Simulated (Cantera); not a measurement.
An isothermal plug-flow reactor at 925 K and 0.207 atm (inlet), inlet velocity 0.33 m/s, active area per volume 100 1/m; feed CO : O2 : N2 = 0.0024 : 0.032 : 0.79 (molar parts), equivalence ratio 0.037.

Cantera simulation using Deutschmann's 1995 Pt surface mechanism with GRI-Mech 3.0 gas chemistry; the numbers are that mechanism's predictions, not measurements. Catalytic surfaces can have several steady states; this one follows from the mechanism file's or the stated starting coverage. Mass transfer to the wall is taken as infinitely fast.

One state of this run: x CO = 0.000472; x O2 = 0.0376; x H2O = <1e-12; x CO2 = 0.00244; θ free Pt = 0.256; θ O* = 0.744. x: gas mole fraction; θ: surface coverage.

### Question
Which value of z (m) does it belong to?
A) 0.00019
B) 9e-05
C) 0.0019
D) 4.2e-05

### Answer
A, 0.00019
